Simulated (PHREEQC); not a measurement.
Dissolve 0.23 mol NH4Cl and 0.00023 mol Na2B4O7 per kg of water at 50 °C. Closed to the air; pH follows from the charge balance.

Computed with PHREEQC (ion-association model, phreeqc.dat).

| quantity | before | after |
|---|---|---|
| pH | 6.05 | 8.95 |
| ionic strength (mol/kgw) | 0.230 | 0.000460 |
| H2BO3- (mol/kgw) | 1.30e-6 | 0.000410 |

Q: What was changed between the two runs?
A. diluted 10-fold with water
B. Na2B4O7 from 0.00023 to 0.0023 mol/kgw
C. temperature from 50 to 85 °C
D. NH4Cl left out

A: D, NH4Cl left out

No solid was allowed to form. Constants without temperature data keep their 25 °C values here.
